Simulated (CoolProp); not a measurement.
Vapour-liquid equilibrium of R125 (1) + dimethyl ether (2) at 202.7 K; x and y are mole fractions of (1).

Values from CoolProp's multi-fluid Helmholtz-energy mixture model, Lemmon 2005 and Wu 2011; pair parameters Bell 2016.

```json
[
 {"x": "0.05", "bubble pressure, mixture model (MPa)": "0.008413", "bubble pressure, Raoult's law (MPa)": "0.009211", "y, mixture model": "0.080", "y, Raoult's law": "0.159"},
 {"x": "0.2", "bubble pressure, mixture model (MPa)": "0.009458", "bubble pressure, Raoult's law (MPa)": "0.01237", "y, mixture model": "0.323", "y, Raoult's law": "0.473"},
 {"x": "0.35", "bubble pressure, mixture model (MPa)": "0.01116", "bubble pressure, Raoult's law (MPa)": "0.01554", "y, mixture model": "0.561", "y, Raoult's law": "0.659"},
 {"x": "0.5", "bubble pressure, mixture model (MPa)": "0.01386", "bubble pressure, Raoult's law (MPa)": "0.01870", "y, mixture model": "0.758", "y, Raoult's law": "0.782"},
 {"x": "0.65", "bubble pressure, mixture model (MPa)": "0.01778", "bubble pressure, Raoult's law (MPa)": "0.02186", "y, mixture model": "0.891", "y, Raoult's law": "0.869"},
 {"x": "0.8", "bubble pressure, mixture model (MPa)": "0.02272", "bubble pressure, Raoult's law (MPa)": "0.02502", "y, mixture model": "0.964", "y, Raoult's law": "0.935"},
 {"x": "0.95", "bubble pressure, mixture model (MPa)": "0.02777", "bubble pressure, Raoult's law (MPa)": "0.02818", "y, mixture model": "0.995", "y, Raoult's law": "0.986"}
]
```

The largest gap from Raoult's law is -28.2 % in bubble pressure, at x = 0.35. No azeotrope shows between x = 0.05 and 0.95.

Pair parameters are fitted to limited data, so mixtures are less certain than the pure fluids.
